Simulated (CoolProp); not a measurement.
Oxygen at 975.04 K and 8.19 MPa is throttled through a valve to 1.88 MPa with no heat exchange. Each further row changes one setting.

Computed with CoolProp (reference Helmholtz-energy equation of state, Schmidt 1985).

```tsv
case	temperature change (K)	final density (kg/m³)
as stated	?	?
outlet pressure 0.564 MPa	+2.1	?
outlet pressure 2.44 MPa	+1.6	?
```

### Question
Complete the blanks.

### Answer

- as stated, temperature change (K): +1.7
- as stated, final density (kg/m³): 7.37
- outlet pressure 0.564 MPa, final density (kg/m³): 2.22
- outlet pressure 2.44 MPa, final density (kg/m³): 9.56

Above 300 K oxygen's equation is extrapolated.
